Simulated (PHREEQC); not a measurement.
Solution (25 °C): 38 mmol/kgw Li2CO3. Closed to the air; pH follows from the charge balance.

All values are PHREEQC results (ion-association model, wateq4f.dat), not measurements.

No solid was allowed to form.

**Question.** Predict the pH.

**Answer.** pH 11.22.

**Question.** In which forms is C present?

**Answer.** CO3-2 94 %, HCO3- 5.8 % of the C.
